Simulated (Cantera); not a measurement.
What does this Cantera script print?

```python
import numpy as np
import cantera as ct

gas = ct.Solution("gri30.yaml")
gas.TPX = 1675, 470000, {'CO': 1, 'H2': 0.34, 'O2': 0.744, 'N2': 5.29}
reactor = ct.IdealGasReactor(gas, energy="on", clone=False)
net = ct.ReactorNet([reactor])
net.rtol, net.atol = 1e-08, 1e-16
show = ['CO', 'H2', 'O2', 'NO', 'HO2']
times = np.geomspace(9e-06, 4, 15)

steps = ct.SolutionArray(gas, extra=["t"])
rows = []
print(f"{'t/s':>10s}{'T/K':>9s}{'P/Pa':>11s}" + "".join(f"{s:>11s}" for s in show))
for t in times:
    while net.time < t:
        t_next = net.step()
        steps.append(gas.state, t=t_next)
    rows.append([np.interp(t, steps.t, y) for y in (steps.T, steps.P, *steps(*show).X.T)])
    print(f"{t:10.3e}{rows[-1][0]:9.1f}{rows[-1][1]:11.4g}" + "".join(f"{x:11.3e}" for x in rows[-1][2:]))
rate = np.gradient(steps.T, steps.t)
print("integrator steps:", len(steps.t))
if steps.T.max() > steps.T[0] + 200:
    print(f"time of steepest temperature rise: {steps.t[rate.argmax()]:.4e} s")
gas.TPX = 1675, 470000, {'CO': 1, 'H2': 0.34, 'O2': 0.744, 'N2': 5.29}
gas.equilibrate("UV")
print(f"equilibrium (UV): T = {gas.T:.1f} K  " + "  ".join(f"{s} {gas[s].X[0]:.3e}" for s in show))
```

It prints:

```
       t/s      T/K       P/Pa         CO         H2         O2         NO        HO2
 9.000e-06   2190.4  5.982e+05  8.105e-02  5.422e-03  4.483e-02  6.415e-05  2.298e-05
 2.279e-05   2610.9   6.95e+05  5.861e-02  3.746e-03  3.568e-02  3.744e-04  8.514e-06
 5.769e-05   2815.0  7.398e+05  4.413e-02  2.544e-03  2.925e-02  1.533e-03  7.304e-06
 1.460e-04   2839.7  7.448e+05  4.167e-02  2.386e-03  2.697e-02  4.256e-03  7.131e-06
 3.697e-04   2831.2  7.424e+05  4.170e-02  2.405e-03  2.505e-02  8.531e-03  6.640e-06
 9.361e-04   2824.3  7.405e+05  4.176e-02  2.422e-03  2.358e-02  1.186e-02  6.261e-06
 2.370e-03   2823.0  7.401e+05  4.178e-02  2.426e-03  2.331e-02  1.248e-02  6.191e-06
 6.000e-03   2823.0  7.401e+05  4.178e-02  2.426e-03  2.331e-02  1.248e-02  6.190e-06
 1.519e-02   2823.0  7.401e+05  4.178e-02  2.426e-03  2.331e-02  1.248e-02  6.190e-06
 3.846e-02   2823.0  7.401e+05  4.178e-02  2.426e-03  2.331e-02  1.248e-02  6.190e-06
 9.736e-02   2823.0  7.401e+05  4.178e-02  2.426e-03  2.331e-02  1.248e-02  6.190e-06
 2.465e-01   2823.0  7.401e+05  4.178e-02  2.426e-03  2.331e-02  1.248e-02  6.190e-06
 6.241e-01   2823.0  7.401e+05  4.178e-02  2.426e-03  2.331e-02  1.248e-02  6.190e-06
 1.580e+00   2823.0  7.401e+05  4.178e-02  2.426e-03  2.331e-02  1.248e-02  6.190e-06
 4.000e+00   2823.0  7.401e+05  4.178e-02  2.426e-03  2.331e-02  1.248e-02  6.190e-06
integrator steps: 1215
time of steepest temperature rise: 4.4006e-06 s
equilibrium (UV): T = 2823.0 K  CO 4.178e-02  H2 2.426e-03  O2 2.331e-02  NO 1.248e-02  HO2 6.190e-06
```

Cantera simulation using GRI-Mech 3.0 (53 species, 325 reactions); the numbers are that mechanism's predictions, not measurements. The hydrogen kinetics of GRI-Mech 3.0 are dated; newer H2 mechanisms differ, most at raised pressure.
